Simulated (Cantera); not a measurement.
Ignition delay

Mixture: 14.7 % CH4, 5.28 % CO, 16.9 % O2, 63.2 % N2, equivalence ratio 1.9, at 0.987 atm, adiabatic and at constant pressure. Ignition delay is the time to a rise of 400 K.

Cantera simulation using GRI-Mech 3.0 (53 species, 325 reactions); the numbers are that mechanism's predictions, not measurements.

| T0 (K) | delay (ms) |
|---|---|
| 1050 | 1190 |
| 1100 | 479 |
| 1150 | 205 |
| 1200 | 91.9 |
| 1250 | 43.1 |
| 1300 | 21.0 |
| 1350 | 10.6 |
| 1400 | 5.52 |

```json
{
 "apparent activation energy between 1300 and 1400 K": "200 kJ/mol"
}
```
